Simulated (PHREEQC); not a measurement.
Make-up at 20 °C: 0.099 mol/kgw HF and 0.83 mol/kgw KF. Closed to the air; pH follows from the charge balance.

Model: ion-association model, phreeqc.dat, run in PHREEQC.

Each row changes one thing in this solution. No solid was allowed to form.

| case | pH | ionic strength (mol/kgw) | F- (mol/kgw) | HF2- (mol/kgw) | HF (mol/kgw) |
|---|---|---|---|---|---|
| as made | 4.27 | 0.830 | 0.758 | 0.0716 | 0.0273 |
| KF left out | 2.04 | 0.0101 | 0.00763 | 0.00243 | 0.0865 |
| KF from 0.83 to 0.747 mol/kgw | 4.21 | 0.747 | 0.678 | 0.0695 | 0.0294 |
| temperature from 20 to 85 °C | (withheld) | 0.830 | 0.756 | 0.0737 | 0.0253 |
| KF from 0.83 to 0.083 mol/kgw | 2.94 | 0.0844 | 0.0655 | (withheld) | 0.0787 |

Q: Fill in the missing entries.

A: 
- temperature from 20 to 85 °C, pH: 4.83
- KF from 0.83 to 0.083 mol/kgw, HF2- (mol/kgw): 0.0189

The ionic strength passes 0.7 mol/kgw, the rough limit of the ion-association models, in as made; KF from 0.83 to 0.747 mol/kgw; temperature from 20 to 85 °C. Away from 25 °C the constants follow the database's enthalpies or fits; those with neither stay at their 25 °C values.
